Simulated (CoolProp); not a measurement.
A single-stage vapour-compression cycle with the fluid: evaporating at 199.15 K (dew point), condensing at 257.15 K (bubble point), superheat 2 K, subcooling 8 K, compressor efficiency 0.6, no pressure losses. The same conditions are run with several fluids, on thermodynamics alone (safety and materials aside).

Values from CoolProp's reference Helmholtz-energy equation of state of each fluid (C3F8 (R218): Lemmon 2006; ethylene: Smukala 2000; R125: Lemmon 2005; C2F6 (R116): Lemmon 2006; R143a: Lemmon and Jacobsen 2000).

```csv
fluid,cooling COP,pressure ratio,discharge temperature (K),refrigerating effect (kJ/kg),volumetric capacity (kJ/m³)
C3F8 (R218),1.55,18.5,272.5,71.3,___
ethylene,1.47,6.36,351.6,298,___
R125,___,16.8,___,123,208
C2F6 (R116),1.44,9.40,___,___,706
R143a,___,15.6,328.2,179,214
```

### Question
Complete the blanks.

### Answer

- C3F8 (R218), volumetric capacity (kJ/m³): 104
- ethylene, volumetric capacity (kJ/m³): 2420
- R125, cooling COP: 1.67
- R125, discharge temperature (K): 308.8
- C2F6 (R116), discharge temperature (K): 279.8
- C2F6 (R116), refrigerating effect (kJ/kg): 64.6
- R143a, cooling COP: 1.70
